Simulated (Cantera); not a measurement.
Input: 1 mol C₂H₅OH, 0.055 mol O₂, 27 mol N₂, at 3.20 bar.

Cantera equilibrium calculation (NASA polynomials, part measured and part estimated; ideal gas, pure solids and liquids). Candidate condensed phases: C, C₆H₆, C₇H₈, C₈H₁₈, H₂O; 136 gas species. Equilibrium is a limit: real reactors are often held back by kinetics, nucleation or transport.

Q: What share of the C ends up in condensed phases as a function of T (K), at 525, 725, 925, 1125, 1325, 1525, 1725, 1925, 2125, 2325, 2525, 2725?

A: 
```json
[
 {"T (K)": "525", "C condensed (%)": "47.0", "as": "C(graphite)"},
 {"T (K)": "725", "C condensed (%)": "59.1", "as": "C(graphite)"},
 {"T (K)": "925", "C condensed (%)": "55.4", "as": "C(graphite)"},
 {"T (K)": "1125", "C condensed (%)": "44.6", "as": "C(graphite)"},
 {"T (K)": "1325", "C condensed (%)": "44.2", "as": "C(graphite)"},
 {"T (K)": "1525", "C condensed (%)": "43.8", "as": "C(graphite)"},
 {"T (K)": "1725", "C condensed (%)": "42.5", "as": "C(graphite)"},
 {"T (K)": "1925", "C condensed (%)": "39.3", "as": "C(graphite)"},
 {"T (K)": "2125", "C condensed (%)": "33.0", "as": "C(graphite)"},
 {"T (K)": "2325", "C condensed (%)": "22.3", "as": "C(graphite)"},
 {"T (K)": "2525", "C condensed (%)": "6.2", "as": "C(graphite)"},
 {"T (K)": "2725", "C condensed (%)": "0.0", "as": "-"}
]
```
